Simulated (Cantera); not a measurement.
Charge: 1 mol Si, 5.8 mol HBr, 17 mol H2, at 675 °C.

Method: chemical equilibrium by Gibbs-energy minimisation in Cantera with the NASA 1993 tables (ideal gas, pure condensed phases). Candidate condensed phases: Br2, Si; 19 gas species. The tables' values for SiBr3 are old estimates; treat these amounts as uncertain. Kinetics and transport are ignored.

Problem. At 0.0315 Torr, list the 4 most abundant gas species with their mole fractions, and the condensed phases.

Solution. H2 0.836, HBr 0.120, SiBr4 0.0259, SiBr2 0.0163. Condensed: Si(s).
